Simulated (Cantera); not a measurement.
A Cantera script and what it prints.

```python
import numpy as np
import cantera as ct

gas_names = [...]  # 109 gases of nasa_gas.yaml made of C, Cl, H, Si
cond_names = """
    C(gr) C6H6(L) C7H8(L) C8H18(L),n-octa Si(cr) Si(L) SiC(b)
""".split()


# ... load() reads the species with a 1 bar reference pressure and builds the phases ...
atoms = {
    'SiH2Cl2': {'Si': 1, 'H': 2, 'CL': 2},
    'C3H8': {'C': 3, 'H': 8},
    'H2': {'H': 2},
}
top_T = {'C(gr)': 4500, 'SiC(b)': 3050}  # K; cautious upper limits of use, not melting points


# ... equilibrate(T, P, feed) seeds the gas with the atoms and calls Mixture.equilibrate('TP', solver="vcs", rtol=1e-11, max_steps=5000) ...
results = []
T = 2048.15  # K
P = 1000  # Pa
for m in [4.9, 15, 26, 36, 47, 57, 67, 78, 88, 99, 110, 120]:
    feed = {'SiH2Cl2': 1, 'C3H8': 0.0035, 'H2': m}  # mol
    mix = equilibrate(T, P, feed)
    results.append((T, P, feed, dict(zip(mix.species_names, mix.species_moles))))

top = {s: max(r[3][s] / sum(r[3][g] for g in gas_names) for r in results) for s in gas_names}
cols = sorted((s for s in top if top[s] > 1e-06), key=lambda s: -top[s])[:6]
seen = [c for c in cond_names if any(r[3].get(c, 0) > 1e-12 for r in results)]
print("log10 of partial pressures in bar; condensed amounts in mol")
print(f"{'n(H2)':>10s}" + "".join(f"{s[:9]:>10s}" for s in cols + seen))
for T, P, feed, n in results:
    ng = sum(n[g] for g in gas_names)
    print(f"{feed['H2']:10.4g}" + "".join(f"{np.log10(max(n[s] / ng * P / 1e5, 1e-99)):10.3f}" for s in cols)
          + "".join(f"{n.get(c, 0):10.4g}" for c in seen))
```

Result:

```
log10 of partial pressures in bar; condensed amounts in mol
     n(H2)        H2       HCL     SiCL2         H        Si      SiCL     Si(L)    SiC(b)
       4.9    -2.123    -2.833    -3.188    -3.711    -4.121    -4.518    0.4479  0.008641
        15    -2.060    -3.100    -3.786    -3.679    -4.121    -4.817    0.5288   0.00591
        26    -2.042    -3.271    -4.144    -3.671    -4.121    -4.996     0.509  0.002934
        36    -2.035    -3.381    -4.372    -3.667    -4.121    -5.110    0.4606 0.0002292
        47    -2.030    -3.476    -4.567    -3.665    -4.121    -5.207    0.3946         0
        57    -2.028    -3.548    -4.712    -3.663    -4.121    -5.280    0.3271         0
        67    -2.026    -3.609    -4.836    -3.662    -4.121    -5.342    0.2553         0
        78    -2.024    -3.667    -4.955    -3.661    -4.121    -5.401    0.1728         0
        88    -2.023    -3.714    -5.050    -3.661    -4.121    -5.449   0.09575         0
        99    -2.022    -3.760    -5.144    -3.660    -4.121    -5.496  0.009245         0
       110    -2.021    -3.799    -5.255    -3.660    -4.154    -5.568         0         0
       120    -2.020    -3.832    -5.353    -3.659    -4.185    -5.632         0         0
```

Cantera equilibrium calculation (NASA polynomials, part measured and part estimated; ideal gas, pure solids and liquids). Mutual solubility and eutectic melting of coexisting phases are not modelled. The tables' values for SiCl, SiCl3 are old estimates; treat these amounts as uncertain. Gases not in the tables: Si2H6 and higher silanes.
